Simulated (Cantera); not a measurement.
Charge: 1 mol Al, 0.6 mol N₂O, 130 mol N₂, equilibrated at 1330 Pa.

These are equilibrium values from Cantera (NASA tables, ideal gas, pure condensed phases), not measurements of a reactor. Candidate condensed phases: Al, AlN, Al₂O₃; 16 gas species. Mutual solubility and eutectic melting of coexisting phases are not modelled. Condensed phases not in the tables: aluminium oxynitride. Rates play no part.

x: gas mole fraction; n: condensed amount in mol.

| T (K) | x N₂ | x Al | x Al₂O | x AlO | x Al₂ | x Al₂O₂ | n AlN(s) | n Al₂O₃(s) |
|---|---|---|---|---|---|---|---|---|
| 1623 | 1.000 | 1.92e-6 | 1.35e-7 | 1.05e-10 | <1e-12 | <1e-12 | 0.600 | 0.200 |
| 1648 | 1.000 | 3.92e-6 | 3.36e-7 | 2.35e-10 | <1e-12 | <1e-12 | 0.599 | 0.200 |
| 1673 | 1.000 | 7.83e-6 | 8.12e-7 | 5.11e-10 | 1.91e-12 | 1.80e-12 | 0.599 | 0.200 |
| 1698 | 1.000 | … | … | … | … | … | 0.598 | 0.200 |
| 1723 | 1.000 | 2.94e-5 | 4.38e-6 | 2.27e-9 | 1.88e-11 | 1.19e-11 | 0.595 | 0.200 |
| 1748 | 1.000 | 5.54e-5 | 9.81e-6 | 4.62e-9 | 5.61e-11 | 2.94e-11 | 0.591 | 0.200 |
| 1773 | 1.000 | 0.000103 | 2.15e-5 | 9.22e-9 | 1.62e-10 | 7.06e-11 | 0.583 | 0.199 |
| 1798 | 1.000 | 0.000186 | 4.59e-5 | 1.81e-8 | 4.55e-10 | 1.65e-10 | 0.568 | 0.198 |
| 1823 | 1.000 | … | … | … | … | … | 0.540 | 0.196 |
| 1848 | 0.999 | 0.000586 | 0.000197 | 6.55e-8 | 3.29e-9 | 8.46e-10 | 0.489 | 0.191 |
| 1873 | 0.999 | 0.00102 | 0.000396 | 1.22e-7 | 8.50e-9 | 1.85e-9 | 0.398 | 0.183 |
| 1898 | 0.997 | 0.00173 | 0.000782 | 2.22e-7 | 2.14e-8 | 3.96e-9 | 0.237 | 0.166 |
| 1923 | 0.996 | 0.00273 | 0.00138 | 3.90e-7 | 4.60e-8 | 7.95e-9 | 0 | 0.139 |

Problem. What belongs in the gaps?

Solution. 
- 1823, x Al: 0.000333
- 1823, x Al₂O: 9.60e-5
- 1823, x AlO: 3.47e-8
- 1823, x Al₂: 1.24e-9
- 1823, x Al₂O₂: 3.78e-10
- 1698, x Al: 1.53e-5
- 1698, x Al₂O: 1.91e-6
- 1698, x AlO: 1.09e-9
- 1698, x Al₂: 6.09e-12
- 1698, x Al₂O₂: 4.70e-12
